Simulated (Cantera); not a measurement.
# SiH₄ + NH₃ (silicon nitride deposition)

Charge: 1 mol SiH₄, a varied amount of NH₃, equilibrated at 0.133 bar.

Equilibrium computed with Cantera from the NASA thermochemical tables; the gas is ideal and each condensed phase is pure. Candidate condensed phases: Si, Si₃N₄; 18 gas species. Mutual solubility and eutectic melting of coexisting phases are not modelled. Rates play no part.

Stable condensed phases:

```
T in K \ n(NH₃) in mol
           4 4.7 5.5 6.5 7.6 8.9  10  12  14  17  20  23  27
   1950    A   A   A   A   A   A   A   A   A   A   A   A   A
   1875    A   A   A   B   B   B   B   B   C   C   C   C   C
   1800    C   C   C   C   C   C   C   C   C   C   C   C   C
   1725    C   C   C   C   C   C   C   C   C   C   C   C   C
   1650    C   C   C   C   C   C   C   C   C   C   C   C   C
   1575    C   C   C   C   C   C   C   C   C   C   C   C   C
   1500    C   C   C   C   C   C   C   C   C   C   C   C   C
   1425    C   C   C   C   C   C   C   C   C   C   C   C   C
   1350    C   C   C   C   C   C   C   C   C   C   C   C   C
   1275    C   C   C   C   C   C   C   C   C   C   C   C   C
   1200    C   C   C   C   C   C   C   C   C   C   C   C   C
   1125    C   C   C   C   C   C   C   C   C   C   C   C   C
```

A: Si; B: Si + Si₃N₄; C: Si₃N₄.
